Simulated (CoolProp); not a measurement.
Vapour pressure (kPa) of decamethylcyclopentasiloxane (D5): the reference equation beside estimates from Tc = 345.1 °C, pc = 1078 kPa, ω = 0.631.

Computed with CoolProp (reference Helmholtz-energy equation of state, Thol 2019).

| T (°C) | reference | Lee-Kesler | Redlich-Kwong | Peng-Robinson |
|---|---|---|---|---|
| 166.55 | 31.18 | 31.06 | 107.5 | 31.80 |
| 184.45 | … | 51.45 | 148.2 | 52.32 |
| 202.35 | 82.49 | 81.24 | 198.8 | 82.28 |
| 220.25 | 125.3 | 123.1 | 260.3 | 124.5 |
| 238.05 | 182.9 | 179.7 | … | 181.6 |
| 255.95 | 259.4 | 255.0 | 420.0 | 258.0 |
| 273.85 | 358.1 | 352.8 | 520.5 | 357.3 |
| 291.75 | 483.2 | 477.7 | 636.0 | … |
| 309.65 | 640.0 | 635.5 | 767.2 | 643.1 |

### Question
Complete the blanks.

### Answer

- 184.45, reference: 52.02
- 238.05, Redlich-Kwong: 333.5
- 291.75, Peng-Robinson: 484.0

Absolute difference from the reference over all 9 rows, mean and median: Lee-Kesler 1.3 and 1.5 %, Redlich-Kwong 102.2 and 82.3 %, Peng-Robinson 0.6 and 0.5 %.
